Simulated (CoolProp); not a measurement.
Saturated liquid density (kg/m³) of nitrogen: the reference equation beside estimates from Tc = -147.0 °C, pc = 3396 kPa, ω = 0.037. Rackett uses Z = 0.29056 − 0.08775 ω.

Model: reference Helmholtz-energy equation of state, Span 2000, in CoolProp.

```
T (°C)   reference  Rackett  van der Waals  Redlich-Kwong  Soave-Redlich-Kwong  Peng-Robinson
-------  ---------  -------  -------------  -------------  -------------------  -------------
-194.95      802.2    812.9          551.3          809.5                803.1          907.4
-190.35      780.8    791.4          536.5          783.8                778.6          880.6
-185.75      758.3    768.8          520.8          756.1                752.2          851.5
-181.15      734.5    744.9          504.0          726.3                723.5          819.6
-176.55      709.3    719.5          485.9          693.8                692.2          784.5
-171.95      682.0    692.1          466.2          658.3                657.8          745.6
-167.35      652.1    662.1          444.4          619.0                619.5          701.8
-162.75      618.3    628.4          419.8          574.9                576.1          651.8
-158.15      578.7    589.1          391.3          523.8                525.5          592.9
-153.55      528.6    539.7          355.9          461.5                463.3          519.9
```

Absolute difference from the reference over all 10 rows, mean and median: Rackett 1.5 and 1.5 %, van der Waals 31.7 and 31.6 %, Redlich-Kwong 4.3 and 2.8 %, Soave-Redlich-Kwong 4.2 and 3.0 %, Peng-Robinson 8.7 and 10.0 %.
